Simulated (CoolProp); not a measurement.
Saturation properties of dimethyl ether.

Values from CoolProp's reference Helmholtz-energy equation of state, Wu 2011.

```csv
T (K),p (MPa),liquid density (kg/m³),vapour density (kg/m³),surface tension (mN/m),vapour viscosity (µPa s)
248,0.09971,735.7,2.313,18.7,8.05
255.8,0.1385,724.9,3.144,17.5,8.23
263.6,0.1882,713.8,4.191,16.3,8.41
271.5,0.2516,702.4,5.507,15.1,8.61
279.3,0.3290,690.8,7.100,14.0,8.81
287.1,0.4234,678.9,9.030,12.9,9.02
295,0.5384,666.5,11.38,11.8,9.24
302.8,0.6734,653.8,14.15,10.7,9.47
310.7,0.8345,640.5,17.48,9.59,9.72
318.5,1.020,626.8,21.38,8.56,9.98
326.3,1.234,612.4,25.98,7.54,10.3
334.2,1.483,597.1,31.50,6.54,10.6
```

It boils at 248.4 K under 1 atm.

Viscosity comes from a separate model (Meng 2012). Surface tension comes from a separate correlation (Mulero 2012).
